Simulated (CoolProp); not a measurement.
R1132(E) along the isobar 4.4 MPa: fugacity coefficient from the reference equation and from simpler models built on Tc = 348.8 K, pc = 5.174 MPa, ω = 0.245; each cubic takes its own stable root.

Model: reference Helmholtz-energy equation of state, Akasaka 2024, in CoolProp.

| T (K) | phase | reference |
|---|---|---|
| 313.9 | liquid | 0.4505 |
| 320.5 | liquid | 0.5055 |
| 327.2 | liquid | 0.5635 |
| 333.8 | liquid | 0.6218 |
| 347 | gas | 0.7063 |
| 353.7 | gas | 0.7269 |
| 360.3 | gas | 0.7449 |
| 366.9 | gas | 0.7612 |
| 373.5 | gas | 0.7761 |
| 380.1 | gas | 0.7898 |
| 386.8 | gas | 0.8026 |
| 393.4 | gas | 0.8143 |
| 400 | gas | 0.8251 |

Problem. How far does each simpler model (van der Waals, Redlich-Kwong, Peng-Robinson) lie from the reference over these 13 states: mean and median of the absolute difference, and the worst?

Solution. 
- van der Waals: mean 8.5 %, median 3.0 %, worst +32.9 % at 313.9 K and 4.4 MPa
- Redlich-Kwong: mean 3.2 %, median 1.0 %, worst +12.3 % at 313.9 K and 4.4 MPa
- Peng-Robinson: mean 1.7 %, median 2.1 %, worst -2.2 % at 366.9 K and 4.4 MPa
